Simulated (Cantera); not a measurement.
Premixed flame

A freely propagating, adiabatic, planar premixed flame of CO : H2 : CH4 : O2 : N2 = 1 : 0.3 : 0.11 : 0.669 : 2.52 (molar parts), unburnt at 625 K and 5.00 bar; multicomponent+Soret transport, grid criteria slope 0.08 and curve 0.16, no radiation.

Model: GRI-Mech 3.0 (53 species, 325 reactions), integrated in Cantera. Burning velocities carry a grid error of a few per cent, more on coarse grids.

```json
[
 {"z (mm)": "-0.206", "T (K)": "625", "u (m/s)": "2.23", "x CO": "0.217", "x H2": "0.0650", "x CH4": "0.0239", "x C2H6": "<1e-8", "x H": "<1e-8", "x C2H4": "<1e-8"},
 {"z (mm)": "-0.137", "T (K)": "625", "u (m/s)": "2.23", "x CO": "0.218", "x H2": "0.0640", "x CH4": "0.0239", "x C2H6": "<1e-8", "x H": "<1e-8", "x C2H4": "<1e-8"},
 {"z (mm)": "-0.103", "T (K)": "626", "u (m/s)": "2.23", "x CO": "0.218", "x H2": "0.0622", "x CH4": "0.0240", "x C2H6": "<1e-8", "x H": "<1e-8", "x C2H4": "<1e-8"},
 {"z (mm)": "-0.0687", "T (K)": "630", "u (m/s)": "2.23", "x CO": "0.219", "x H2": "0.0570", "x CH4": "0.0240", "x C2H6": "6.96e-8", "x H": "<1e-8", "x C2H4": "1.31e-8"},
 {"z (mm)": "-0.0344", "T (K)": "754", "u (m/s)": "2.64", "x CO": "0.220", "x H2": "0.0428", "x CH4": "0.0221", "x C2H6": "6.73e-6", "x H": "4.53e-5", "x C2H4": "9.61e-7"},
 {"z (mm)": "-0.0172", "T (K)": "1104", "u (m/s)": "3.84", "x CO": "0.213", "x H2": "0.0336", "x CH4": "0.0160", "x C2H6": "2.96e-5", "x H": "0.00109", "x C2H4": "6.62e-6"},
 {"z (mm)": "0", "T (K)": "1560", "u (m/s)": "5.40", "x CO": "0.197", "x H2": "0.0234", "x CH4": "0.00489", "x C2H6": "8.16e-6", "x H": "0.00552", "x C2H4": "9.43e-6"},
 {"z (mm)": "0.0172", "T (K)": "1823", "u (m/s)": "6.25", "x CO": "0.170", "x H2": "0.0151", "x CH4": "0.000376", "x C2H6": "5.88e-8", "x H": "0.0106", "x C2H4": "5.90e-7"},
 {"z (mm)": "0.0344", "T (K)": "1958", "u (m/s)": "6.63", "x CO": "0.146", "x H2": "0.0128", "x CH4": "1.32e-5", "x C2H6": "<1e-8", "x H": "0.0125", "x C2H4": "<1e-8"},
 {"z (mm)": "0.0687", "T (K)": "2108", "u (m/s)": "7.03", "x CO": "0.124", "x H2": "0.0131", "x CH4": "2.73e-8", "x C2H6": "<1e-8", "x H": "0.0117", "x C2H4": "<1e-8"},
 {"z (mm)": "0.137", "T (K)": "2253", "u (m/s)": "7.44", "x CO": "0.112", "x H2": "0.0127", "x CH4": "<1e-8", "x C2H6": "<1e-8", "x H": "0.00835", "x C2H4": "<1e-8"},
 {"z (mm)": "0.275", "T (K)": "2376", "u (m/s)": "7.78", "x CO": "0.105", "x H2": "0.0114", "x CH4": "<1e-8", "x C2H6": "<1e-8", "x H": "0.00513", "x C2H4": "<1e-8"},
 {"z (mm)": "0.550", "T (K)": "2467", "u (m/s)": "8.03", "x CO": "0.0982", "x H2": "0.0102", "x CH4": "<1e-8", "x C2H6": "<1e-8", "x H": "0.00312", "x C2H4": "<1e-8"}
]
```
x: mole fraction of selected species; z is measured from the peak of heat release.

* **laminar burning velocity**: 223 cm/s
* **thermal thickness**: 0.0687 mm
* **peak x(C2H6)**: 3.05e-5
* **peak x(H)**: 0.0126
* **peak x(C2H4)**: 1.14e-5
* **grid points**: 137
